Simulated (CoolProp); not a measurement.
A simple Rankine cycle with water: condensing at 325.15 K, boiler at 1.79 MPa, turbine inlet 484.9 K, turbine efficiency 0.65, pump efficiency 0.7, no recuperator. Each further row changes one setting.

Model: reference Helmholtz-energy equation of state, Wagner 2002, in CoolProp.

| case | thermal efficiency (%) | net work (kJ/kg) | heat in (kJ/kg) | turbine exit temperature (K) | volume ratio over the turbine |
|---|---|---|---|---|---|
| as stated | 18.6 | 482 | 2590 | 325.2 | 86.2 |
| turbine inlet 504.9 K | 18.7 | 495 | 2650 | 325.2 | 82.8 |
| condensing temperature 317.15 K | 19.5 | 512 | 2620 | 317.2 | 125 |
| boiler pressure 1.25 MPa | 17.4 | 458 | 2620 | 325.2 | 59.6 |
| turbine efficiency 0.55 | 15.7 | 408 | 2590 | 325.2 | 89.2 |

The expansion ends wet for: as stated; turbine inlet 504.9 K; condensing temperature 317.15 K; boiler pressure 1.25 MPa; turbine efficiency 0.55.
